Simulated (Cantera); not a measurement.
Feed: 1 mol NH3, 4.2 mol O2, 13 mol N2, held at 13.3 mbar.

These are equilibrium values from Cantera (NASA tables, ideal gas, pure condensed phases), not measurements of a reactor. Candidate condensed phases: H2O; 24 gas species. Kinetics and transport are ignored.

x: gas mole fraction; nothing condenses.

```tsv
T (K)	x N2	x O2	x H2O	x O	x OH	x NO	x H
1123	0.732	0.187	0.0813	1.65e-8	2.52e-6	9.48e-5	2.26e-11
1323	0.731	0.187	0.0813	?	?	?	?
1523	0.731	0.186	0.0812	?	?	?	?
1723	0.730	0.185	0.0807	0.000212	0.00109	0.00286	1.02e-5
1923	0.728	0.183	0.0791	0.00134	0.00350	0.00551	0.000130
2123	0.722	0.177	0.0748	0.00593	0.00880	0.00925	0.00102
2323	0.710	0.165	0.0648	0.0199	0.0178	0.0138	0.00539
```

Q: Complete the blanks.

A: 
- 1523, x O: 2.06e-5
- 1523, x OH: 0.000245
- 1523, x NO: 0.00124
- 1523, x H: 4.09e-7
- 1323, x O: 9.96e-7
- 1323, x OH: 3.51e-5
- 1323, x NO: 0.000417
- 1323, x H: 6.31e-9
